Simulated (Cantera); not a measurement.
Charge: 1 mol SO₂, 1 mol H₂, equilibrated at 675 °C and 0.133 bar.

These are equilibrium values from Cantera (NASA tables, ideal gas, pure condensed phases), not measurements of a reactor. Gases not in the tables: S₃ to S₇. The numbers say what is thermodynamically allowed, not how fast it happens.

```json
[
 {"species": "H₂O", "before": "0.527", "after": "0.550"},
 {"species": "SO₂", "before": "0.313", "after": "0.297"},
 {"species": "S₂", "before": "0.104", "after": "0.130"},
 {"species": "H₂S", "before": "0.0496", "after": "0.0137"},
 {"species": "H₂", "before": "0.00172", "after": "0.00884"},
 {"species": "SO", "before": "1.56e-5", "after": "7.30e-5"},
 {"species": "S₂O", "before": "0.00371", "after": "0.000935"},
 {"species": "SH", "before": "6.71e-6", "after": "1.70e-5"}
]
```
Gas species are given as mole fractions.

Q: Which change was made?
A. pressure from 0.133 bar to 6.30 bar
B. pressure from 0.133 bar to 0.000310 bar
C. H₂ from 1 to 6.3 mol
D. temperature from 675 °C to 1875 °C

A: B, pressure from 0.133 bar to 0.000310 bar
